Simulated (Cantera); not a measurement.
# Premixed flame

A freely propagating, adiabatic, planar premixed flame of CH₄ : C₂H₆ : O₂ : N₂ : CO₂ = 1 : 0.79 : 6.03 : 22.7 : 1.7 (molar parts), equivalence ratio 0.79, unburnt at 523 K and 0.217 atm; multicomponent+Soret transport, grid criteria slope 0.08 and curve 0.16, no radiation.

Detailed kinetics in Cantera: GRI-Mech 3.0 (53 species, 325 reactions). Burning velocities carry a grid error of a few per cent, more on coarse grids.

```csv
z (mm),T (K),u (m/s),x CH₄,x C₂H₆,x O₂,x H,x CH₂CO,x HCO
-4.87,523,0.856,0.0310,0.0245,0.187,<1e-8,<1e-8,<1e-8
-3.25,525,0.859,0.0309,0.0245,0.187,<1e-8,3.49e-8,<1e-8
-2.44,529,0.867,0.0306,0.0245,0.186,<1e-8,2.01e-7,<1e-8
-1.62,567,0.932,0.0293,0.0241,0.183,2.74e-7,3.32e-6,<1e-8
-0.812,841,1.40,0.0228,0.0187,0.160,3.65e-5,6.70e-5,2.34e-7
-0.406,1173,1.98,0.0149,0.00906,0.127,0.000380,0.000228,7.13e-6
0,1512,2.58,0.00489,0.000766,0.0877,0.00236,0.000303,4.73e-5
0.406,1645,2.82,0.000506,3.32e-6,0.0646,0.00504,5.70e-5,1.33e-5
0.812,1677,2.86,2.81e-5,<1e-8,0.0564,0.00643,2.82e-6,8.41e-7
1.62,1712,2.91,1.02e-7,<1e-8,0.0517,0.00691,<1e-8,1.69e-8
3.25,1760,2.98,<1e-8,<1e-8,0.0491,0.00598,<1e-8,<1e-8
6.50,1820,3.07,<1e-8,<1e-8,0.0471,0.00416,<1e-8,<1e-8
13.0,1888,3.17,<1e-8,<1e-8,0.0449,0.00240,<1e-8,<1e-8
```
x: mole fraction of selected species; z is measured from the peak of heat release.

```json
{
 "laminar_burning_velocity": "85.5 cm/s",
 "thermal_thickness": "1.62 mm",
 "peak x(H)": "0.00694",
 "peak x(CH₂CO)": "0.000332",
 "peak x(HCO)": "4.79e-5",
 "grid_points": "138"
}
```
